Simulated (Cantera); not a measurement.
Input: 1 mol B2O3, 0.072 mol H2O, 63 mol N2, 3.9 mol H2, held at 17000 Pa.

Cantera equilibrium calculation (NASA polynomials, part measured and part estimated; ideal gas, pure solids and liquids). Candidate condensed phases: B, BN, B2O3, B3O3H3, H2O; 39 gas species. Mutual solubility and eutectic melting of coexisting phases are not modelled. Gases not in the tables: H3BO3. Kinetics and transport are ignored.

Q: Which condensed phases are stable at each of these points (T (K)): 1050, 1200, 1350, 1500, 1650, 1800, 1950, 2100?

A: 
```json
[
 {"T (K)": "1050", "condensed phases": "B2O3(l)", "B condensed (%)": "100.0"},
 {"T (K)": "1200", "condensed phases": "B2O3(l)", "B condensed (%)": "99.8"},
 {"T (K)": "1350", "condensed phases": "B2O3(l)", "B condensed (%)": "98.6"},
 {"T (K)": "1500", "condensed phases": "B2O3(l)", "B condensed (%)": "94.5"},
 {"T (K)": "1650", "condensed phases": "BN(s) + B2O3(l)", "B condensed (%)": "72.6"},
 {"T (K)": "1800", "condensed phases": "gas only", "B condensed (%)": "0.0"},
 {"T (K)": "1950", "condensed phases": "gas only", "B condensed (%)": "0.0"},
 {"T (K)": "2100", "condensed phases": "gas only", "B condensed (%)": "0.0"}
]
```

From 1050 K to 1500 K the condensed part is B2O3(l). At 1650 K the condensed part is BN(s) + B2O3(l). From 1800 K to 2100 K nothing is condensed.
